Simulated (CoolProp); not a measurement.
The fluid at 414.73 K and 0.282 MPa flows at 1.2 m/s in a round tube of 25 mm bore and 0.25 µm roughness, fully developed (64/Re and Nu = 3.66 if laminar; Colebrook and Gnielinski if turbulent). The same conditions are run with several fluids, on thermodynamics alone (safety and materials aside).

Model: reference Helmholtz-energy equation of state of each fluid (R152A: Outcalt 1996; R143a: Lemmon and Jacobsen 2000; normal hydrogen: Leachman 2009; R410A: Lemmon 2003), in CoolProp. Blends and air are pseudo-pure fits.

| fluid | Reynolds number | Darcy friction factor | pressure drop (Pa/m) | heat-transfer coefficient (W/(m² K)) | mass flow (kg/h) |
|---|---|---|---|---|---|
| R152A | 10700 | 0.0304 | 4.81 | 33.5 | 11.7 |
| R143a | 13700 | (withheld) | 5.72 | 39.5 | 14.8 |
| normal hydrogen | (withheld) | (withheld) | 0.687 | 34.8 | 0.349 |
| R410A | 10000 | 0.0309 | 5.34 | 27.8 | 12.7 |

Task: Complete the blanks.

Result: 
- R143a, Darcy friction factor: 0.0285
- normal hydrogen, Reynolds number: 442
- normal hydrogen, Darcy friction factor: 0.145

Transport values come from each fluid's own correlations; those of R152A, R143a are estimates that may be off by 10 % or more.
